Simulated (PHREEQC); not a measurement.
A column of 0.5 m (30 cells, dispersivity 0.04 m, 720 s a shift, diffusion coefficient 3e-10 m²/s) holds 0.0052 eq of the database's cation exchanger X per kg of pore water, first in equilibrium with 0.0032 mol KCl, 0.056 mol ZnSO4, 0.018 mol MnCl2 and 1e-05 mol HCl per kg of water. It is flushed with 0.0016 mol/kgw MnCl2, 0.0084 mol/kgw LiCl, 0.00085 mol/kgw NaCl and 1e-05 mol/kgw HCl, at 15 °C. Values are for the last cell. CO2 from the air is kept out. Precipitation was switched off in this run.

The series has 31 steps of pore volumes, from 0 to 3.017.

All values are PHREEQC results (ion-association model, phreeqc.dat), not measurements.

Question: After how many pore volumes does Li at the outlet first reach half of its feed value?

Answer: By 1.0 pore volumes.

Question: After how many pore volumes does Na at the outlet first reach half of its feed value?

Answer: By 1.0 pore volumes.
